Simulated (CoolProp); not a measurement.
Properties of cyclopentane along the isotherm 254.55 °C (Tc = 238.6 °C, pc = 4583 kPa, ω = 0.202).

Computed with CoolProp (reference Helmholtz-energy equation of state, Gedanitz 2015).

```json
[
 {"p (kPa)": "1430", "phase": "gas", "cp (kJ/(kg K))": "2.373", "speed of sound (m/s)": "232.5", "isothermal compressibility (1/MPa)": "0.7885", "expansivity (1/kK)": "2.733", "fugacity coefficient": "0.9022"},
 {"p (kPa)": "2860", "phase": "gas", "cp (kJ/(kg K))": "2.583", "speed of sound (m/s)": "202.8", "isothermal compressibility (1/MPa)": "0.4770", "expansivity (1/kK)": "4.465", "fugacity coefficient": "0.8077"},
 {"p (kPa)": "4300", "phase": "gas", "cp (kJ/(kg K))": "3.290", "speed of sound (m/s)": "163.1", "isothermal compressibility (1/MPa)": "0.4762", "expansivity (1/kK)": "10.29", "fugacity coefficient": "0.7133"},
 {"p (kPa)": "5730", "phase": "supercritical", "cp (kJ/(kg K))": "8.437", "speed of sound (m/s)": "135.6", "isothermal compressibility (1/MPa)": "0.6606", "expansivity (1/kK)": "47.51", "fugacity coefficient": "0.6129"},
 {"p (kPa)": "7160", "phase": "supercritical", "cp (kJ/(kg K))": "3.979", "speed of sound (m/s)": "227.9", "isothermal compressibility (1/MPa)": "0.08142", "expansivity (1/kK)": "10.29", "fugacity coefficient": "0.5221"},
 {"p (kPa)": "8590", "phase": "supercritical", "cp (kJ/(kg K))": "3.416", "speed of sound (m/s)": "293.1", "isothermal compressibility (1/MPa)": "0.03931", "expansivity (1/kK)": "6.107", "fugacity coefficient": "0.4591"},
 {"p (kPa)": "10000", "phase": "supercritical", "cp (kJ/(kg K))": "3.205", "speed of sound (m/s)": "341.8", "isothermal compressibility (1/MPa)": "0.02605", "expansivity (1/kK)": "4.609", "fugacity coefficient": "0.4144"},
 {"p (kPa)": "11500", "phase": "supercritical", "cp (kJ/(kg K))": "3.084", "speed of sound (m/s)": "384.2", "isothermal compressibility (1/MPa)": "0.01925", "expansivity (1/kK)": "3.773", "fugacity coefficient": "0.3792"},
 {"p (kPa)": "12900", "phase": "supercritical", "cp (kJ/(kg K))": "3.012", "speed of sound (m/s)": "418.0", "isothermal compressibility (1/MPa)": "0.01553", "expansivity (1/kK)": "3.285", "fugacity coefficient": "0.3540"},
 {"p (kPa)": "14300", "phase": "supercritical", "cp (kJ/(kg K))": "2.961", "speed of sound (m/s)": "448.1", "isothermal compressibility (1/MPa)": "0.01304", "expansivity (1/kK)": "2.943", "fugacity coefficient": "0.3341"},
 {"p (kPa)": "15800", "phase": "supercritical", "cp (kJ/(kg K))": "2.921", "speed of sound (m/s)": "477.0", "isothermal compressibility (1/MPa)": "0.01116", "expansivity (1/kK)": "2.672", "fugacity coefficient": "0.3171"},
 {"p (kPa)": "17200", "phase": "supercritical", "cp (kJ/(kg K))": "2.891", "speed of sound (m/s)": "501.7", "isothermal compressibility (1/MPa)": "0.009850", "expansivity (1/kK)": "2.475", "fugacity coefficient": "0.3043"},
 {"p (kPa)": "18600", "phase": "supercritical", "cp (kJ/(kg K))": "2.867", "speed of sound (m/s)": "524.5", "isothermal compressibility (1/MPa)": "0.008826", "expansivity (1/kK)": "2.316", "fugacity coefficient": "0.2937"},
 {"p (kPa)": "20000", "phase": "supercritical", "cp (kJ/(kg K))": "2.848", "speed of sound (m/s)": "545.9", "isothermal compressibility (1/MPa)": "0.008004", "expansivity (1/kK)": "2.185", "fugacity coefficient": "0.2850"},
 {"p (kPa)": "21500", "phase": "supercritical", "cp (kJ/(kg K))": "2.830", "speed of sound (m/s)": "567.3", "isothermal compressibility (1/MPa)": "0.007284", "expansivity (1/kK)": "2.066", "fugacity coefficient": "0.2773"},
 {"p (kPa)": "22900", "phase": "supercritical", "cp (kJ/(kg K))": "2.815", "speed of sound (m/s)": "586.1", "isothermal compressibility (1/MPa)": "0.006724", "expansivity (1/kK)": "1.972", "fugacity coefficient": "0.2714"}
]
```

The peak of cp marks the crossing from liquid-like to gas-like fluid above the critical point.
